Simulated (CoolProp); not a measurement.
The numbers come from the reference Helmholtz-energy equation of state, Schmidt 1985 in CoolProp.

### Question
Give the vapour pressure (MPa), enthalpy of vaporisation (kJ/kg), surface tension (mN/m), liquid viscosity (µPa s) of saturated oxygen at 117.3 K.

### Answer
```csv
T (K),p (MPa),enthalpy of vaporisation (kJ/kg),surface tension (mN/m),liquid viscosity (µPa s)
117.3,0.871,178,6.73,103
```

Viscosity comes from a separate model (Lemmon 2004). Surface tension comes from a separate correlation (Mulero 2012).
